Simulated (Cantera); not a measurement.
An isothermal, constant-pressure homogeneous reactor starts with 12.5 % H₂, 31.2 % O₂, 56.2 % N₂, equivalence ratio 0.20, at 1425 K and 0.00320 bar.

Cantera simulation using GRI-Mech 3.0 (53 species, 325 reactions); the numbers are that mechanism's predictions, not measurements. Radical loss at walls, strong at low pressure, is not modelled. The temperature is held fixed by assumption; the heat of reaction is taken as removed at once.

x: mole fraction; the columns are a selection and need not sum to one.

| t (s) | x H₂ | x O₂ | x O | x N₂O | x HO₂ | x H₂O |
|---|---|---|---|---|---|---|
| 0.000100 | 0.125 | 0.312 | 5.08e-9 | <1e-12 | 3.08e-8 | 2.10e-9 |
| 0.000230 | 0.125 | 0.312 | 2.28e-8 | <1e-12 | 7.07e-8 | 2.07e-8 |
| 0.000528 | 0.125 | 0.312 | 1.20e-7 | <1e-12 | 1.62e-7 | 2.16e-7 |
| 0.00121 | 0.125 | 0.312 | 1.57e-6 | <1e-12 | 3.70e-7 | 4.26e-6 |
| 0.00279 | 0.124 | 0.312 | 0.000348 | 1.32e-12 | 5.80e-7 | 0.00102 |
| 0.00642 | 0.00892 | 0.240 | 0.0457 | 4.67e-10 | 3.57e-7 | 0.0893 |
| 0.0147 | 0.00834 | 0.239 | 0.0464 | 6.97e-10 | 3.57e-7 | 0.0904 |
| 0.0339 | 0.00826 | 0.240 | 0.0457 | 7.04e-10 | 3.58e-7 | 0.0911 |
| 0.0779 | 0.00808 | 0.240 | 0.0441 | 7.18e-10 | 3.61e-7 | 0.0926 |
| 0.179 | 0.00765 | 0.242 | 0.0407 | 7.51e-10 | 3.66e-7 | 0.0959 |
| 0.412 | 0.00669 | 0.246 | 0.0337 | 8.31e-10 | 3.75e-7 | 0.103 |
| 0.946 | 0.00474 | 0.253 | 0.0222 | 1.03e-9 | 3.77e-7 | 0.114 |
| 2.18 | 0.00214 | 0.260 | 0.00938 | 1.56e-9 | 3.30e-7 | 0.125 |
| 5.00 | … | 0.265 | … | … | … | 0.131 |

### Question
Complete the blanks.

### Answer

- 5.00, x H₂: 0.000541
- 5.00, x O: 0.00230
- 5.00, x N₂O: 2.75e-9
- 5.00, x HO₂: 1.90e-7
